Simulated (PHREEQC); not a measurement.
Make-up at 44 °C: 8.3 mmol/kgw NiSO4, 1.3 mmol/kgw NiCl2 and 0.17 mmol/kgw NaOH. It is in equilibrium with CO2 at log p = -3.4 (atm). Otherwise closed; pH follows from the charge balance.

Equilibrium calculation in PHREEQC: ion-association model, wateq4f.dat.

This is a speciation only: nothing precipitates in the calculation.

Task: Predict the pH, ionic strength.

Result: pH 6.48; ionic strength 0.0268 mol/kgw.

Task: In which forms is S present?

Result: SO4-2 69 %, NiSO4 31 % of the S.

In wateq4f.dat the enthalpy of Ni(OH)2 has the wrong sign, so its saturation index can't be trusted away from 25 °C. At this temperature some constants are extrapolated from 25 °C, and those without enthalpy data are left unchanged.
